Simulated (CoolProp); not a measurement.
Ethylbenzene along the isobar 54.7 kPa: fugacity coefficient from the reference equation and from simpler models built on Tc = 344.0 °C, pc = 3622 kPa, ω = 0.304; each cubic takes its own stable root.

Values from CoolProp's reference Helmholtz-energy equation of state, Zhou 2012.

| T (°C) | phase | reference |
|---|---|---|
| -77.85 | liquid | 1.368e-6 |
| -51.75 | liquid | 4.445e-5 |
| -25.65 | liquid | 0.0006265 |
| 0.35 | liquid | 0.004902 |
| 26.45 | liquid | 0.02541 |
| 52.55 | liquid | 0.09642 |
| 78.65 | liquid | 0.2884 |
| 104.65 | liquid | 0.7145 |
| 130.75 | gas | 0.9760 |
| 156.85 | gas | 0.9810 |

**Question.** How far does each simpler model (van der Waals, Redlich-Kwong, Soave-Redlich-Kwong, Peng-Robinson) lie from the reference over these 10 states: mean and median of the absolute difference, and the worst?

**Answer.** 
- van der Waals: mean 313918.8 %, median 2330.8 %, worst +2768905.8 % at -77.85 °C and 54.7 kPa
- Redlich-Kwong: mean 328.2 %, median 251.6 %, worst +955.6 % at -77.85 °C and 54.7 kPa
- Soave-Redlich-Kwong: mean 2.9 %, median 1.6 %, worst +14.7 % at -77.85 °C and 54.7 kPa
- Peng-Robinson: mean 16.1 %, median 5.8 %, worst +70.8 % at -77.85 °C and 54.7 kPa

At some of these states van der Waals, Redlich-Kwong gives the other phase, because its saturation line lies elsewhere.
